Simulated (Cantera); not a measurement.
Charge: 1 mol Nb2O5, 170 mol H2, 1.3 mol H2O, equilibrated at 12.0 Pa.

Method: chemical equilibrium by Gibbs-energy minimisation in Cantera with the NASA 1993 tables (ideal gas, pure condensed phases). Candidate condensed phases: H2O, Nb, NbO, NbO2, Nb2O5; 12 gas species. Condensed phases not in the tables: the oxides between NbO2 and Nb2O5. Rates play no part.

Q: At 1323 K, list the 3 most abundant gas species with their mole fractions, and the condensed phases.

A: H2 0.986, H2O 0.0134, H 0.000144. Condensed: NbO2(s).
